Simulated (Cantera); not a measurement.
Input: 1 mol B₂H₆, 0.18 mol O₂, held at 0.000730 bar.

Cantera equilibrium calculation (NASA polynomials, part measured and part estimated; ideal gas, pure solids and liquids). Candidate condensed phases: B, B₂O₃, B₃O₃H₃, H₂O; 23 gas species. The feed counts by its element totals alone. The numbers say what is thermodynamically allowed, not how fast it happens.

Over these rows the condensed part is B(s). Partial pressures as log10 of bar:

```csv
T (K),1000/T (1/K),log p B₂O₃,log p H₂,log p HBO,log p BO,log p H
1800,0.5556,-6.87,-3.19,-4.34,-4.94,-5.04
1850,0.5405,-7.08,-3.19,-4.36,-4.80,-4.86
1900,0.5263,-7.31,-3.20,-4.38,-4.68,-4.70
1950,0.5128,-7.56,-3.20,-4.42,-4.57,-4.54
2000,0.5000,-7.84,-3.21,-4.46,-4.48,-4.39
2050,0.4878,?,-3.22,-4.52,-4.41,-4.26
```

Task: Fit log p(B₂O₃) = a + b·(1000/T) to the five rows, give the apparent enthalpy, and predict the row at 2050 K.

Result: Means: 1000/T = 0.5270, log p = -7.332. Sxy = 0.033553, Sxx = 0.0019313, so b = 17.37 and a = -7.332 − (17.37)×0.5270 = -16.49.
Apparent enthalpy: −19.145 × (17.37) = -333 kJ/mol. With the condensed phases at unit activity, 3 BO(g) = B₂O₃(g) + B(s) links this pressure to the main gases: over the six rows their terms move log p by +1.59 in all, so the slope isn't that reaction's ΔH° alone. The five rows lie within 0.04 of the line.
Prediction at 2050 K: -16.49 + (17.37)×0.4878 = -8.02. The computed value is -8.14, 0.12 from the line.
